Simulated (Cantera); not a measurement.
Charge: 1 mol Al, 0.9 mol O2, 50 mol N2, equilibrated at 2198.15 K and 10.0 Torr.

Cantera equilibrium calculation (NASA polynomials, part measured and part estimated; ideal gas, pure solids and liquids). Candidate condensed phases: Al, AlN, Al2O3; 16 gas species. Equilibrium is a limit: real reactors are often held back by kinetics, nucleation or transport.

Base state: N2 0.996, O2 0.00183, NO 0.00132, O 0.000991 (mole fractions); condensed: Al2O3(s).

What changes in the equilibrium state with this change: O2 from 0.9 to 4.9 mol?


| species | before | after |
|---|---|---|
| N2 | 0.996 | 0.917 |
| O2 | 0.00183 | 0.0695 |
| NO | 0.00132 | 0.00780 |
| O | 0.000991 | 0.00610 |
| Al2O3(s), mol | 0.500 | 0.500 |

What changes in the equilibrium state with this change: O2 from 0.9 to 21 mol?


```json
[
 {"species": "N2", "before": "0.996", "after": "0.701"},
 {"species": "O2", "before": "0.00183", "after": "0.274"},
 {"species": "NO", "before": "0.00132", "after": "0.0135"},
 {"species": "O", "before": "0.000991", "after": "0.0121"},
 {"species": "Al2O3(s), mol", "before": "0.500", "after": "0.500"}
]
```
